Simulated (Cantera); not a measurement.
Input: 1 mol SiHCl₃, 0.93 mol Cl₂, 19 mol H₂, 0.41 mol HCl, at 10.0 mbar.

Cantera equilibrium calculation (NASA polynomials, part measured and part estimated; ideal gas, pure solids and liquids). Candidate condensed phases: Si; 19 gas species. The tables' values for SiCl₃ are old estimates; treat these amounts as uncertain. Rates play no part. All values below are at 1350 K.

Base state: H₂ 0.817, HCl 0.138, SiCl₂ 0.0377, SiCl₃ 0.00419, SiCl₄ 0.00232, SiHCl₃ 0.000791, SiH₂Cl₂ 3.93e-5, H 2.15e-5 (mole fractions); condensed: gas only.

Problem. What changes in the equilibrium state with this change: H₂ from 19 to 8.2 mol?

Solution. 
```tsv
species	before	after
H₂	0.817	0.665
HCl	0.138	0.246
SiCl₂	0.0377	0.0590
SiCl₄	0.00232	0.0143
SiCl₃	0.00419	0.0130
SiHCl₃	0.000791	0.00222
SiH₂Cl₂	3.93e-5	5.01e-5
```

Problem. What changes in the equilibrium state with this change: Cl₂ from 0.93 to 0.048 mol?

Solution. 
```json
[
 {"species": "H₂", "before": "0.817", "after": "0.873"},
 {"species": "HCl", "before": "0.138", "after": "0.0948"},
 {"species": "SiCl₂", "before": "0.0377", "after": "0.0290"},
 {"species": "SiCl₄", "before": "0.00232", "after": "0.000797"},
 {"species": "SiCl₃", "before": "0.00419", "after": "0.00215"},
 {"species": "SiHCl₃", "before": "0.000791", "after": "0.000420"},
 {"species": "Si(s), mol", "before": "0", "after": "0.307"}
]
```
